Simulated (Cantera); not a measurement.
Input (Python, Cantera):

```python
import numpy as np
import cantera as ct

gas = ct.Solution("gri30.yaml")
gas.TPX = 800, 940000, {'CH3OH': 1, 'O2': 1, 'N2': 3.76, 'CO2': 0.19}
inlet = ct.Reservoir(gas, clone=True)
gas.equilibrate("HP")  # start burning
reactor = ct.IdealGasConstPressureReactor(gas, energy="on", clone=False)
exhaust = ct.Reservoir(gas, clone=True)
tau = [0.064, 0.032, 0.016, 0.008, 0.004, 0.002, 0.001, 0.0005, 0.00025, 0.00012, 6.2e-05, 3.1e-05][0]
for a, b in ((inlet, reactor), (reactor, exhaust)):
    ct.MassFlowController(a, b, mdot=lambda t: reactor.mass / tau)
net = ct.ReactorNet([reactor])
show = ['CH3OH', 'O2', 'CO2', 'C2H', 'NO', 'CH2CO']

rows = []
print(f"{'tau/s':>10s}{'T/K':>9s}" + "".join(f"{s:>11s}" for s in show))
for tau in [0.064, 0.032, 0.016, 0.008, 0.004, 0.002, 0.001, 0.0005, 0.00025, 0.00012, 6.2e-05, 3.1e-05]:
    net.initial_time = 0.0
    net.advance(30 * tau)
    before = gas.X
    net.advance(40 * tau)
    drift = np.max(np.abs(gas.X - before) / (gas.X + 1e-9))
    rows.append([gas.T, *gas[show].X, drift])
    print(f"{tau:10.3e}{gas.T:9.1f}" + "".join(f"{x:11.3e}" for x in gas[show].X))
```

Result:

```
     tau/s      T/K      CH3OH         O2        CO2        C2H         NO      CH2CO
 6.400e-02   2265.1  5.435e-07  2.600e-05  7.829e-02  8.680e-12  7.708e-05  1.553e-08
 3.200e-02   2264.1  9.995e-07  4.185e-05  7.827e-02  2.153e-11  8.149e-05  2.699e-08
 1.600e-02   2262.4  1.765e-06  6.826e-05  7.825e-02  4.463e-11  8.645e-05  4.363e-08
 8.000e-03   2259.8  2.978e-06  1.104e-04  7.820e-02  7.584e-11  9.119e-05  6.488e-08
 4.000e-03   2255.8  4.822e-06  1.759e-04  7.814e-02  1.100e-10  9.514e-05  8.933e-08
 2.000e-03   2250.0  7.592e-06  2.781e-04  7.803e-02  1.504e-10  9.815e-05  1.176e-07
 1.000e-03   2241.9  1.183e-05  4.393e-04  7.786e-02  2.168e-10  1.004e-04  1.546e-07
 5.000e-04   2230.9  1.848e-05  6.945e-04  7.760e-02  3.559e-10  1.021e-04  2.109e-07
 2.500e-04   2216.2  2.928e-05  1.098e-03  7.717e-02  6.813e-10  1.025e-04  3.039e-07
 1.200e-04   2195.9  4.895e-05  1.785e-03  7.641e-02  1.570e-09  9.974e-05  4.798e-07
 6.200e-05   2172.4  8.054e-05  2.779e-03  7.527e-02  3.649e-09  9.227e-05  7.783e-07
 3.100e-05   2140.6  1.439e-04  4.513e-03  7.321e-02  9.259e-09  7.749e-05  1.434e-06
```

Model: GRI-Mech 3.0 (53 species, 325 reactions), integrated in Cantera. GRI-Mech 3.0 was tuned for natural gas; its chemistry of methanol as a main component is partial and can be far from experiment.
